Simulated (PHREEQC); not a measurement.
Make-up at 34 °C: 63 mmol/kgw H2SO4 and 81 mmol/kgw NiCl2. Closed to the air; pH follows from the charge balance.

Computed with PHREEQC (ion-association model, wateq4f.dat).

**Question.** The ionic strength comes out as 0.292 mol/kgw. What activity coefficients do HSO4-, H+, Ni(SO4)2-2, Ni+2, NiCl+ get?

**Answer.** HSO4- 0.70, H+ 0.78, Ni(SO4)2-2 0.28, Ni+2 0.28, NiCl+ 0.73.

This is a speciation only: nothing precipitates in the calculation.
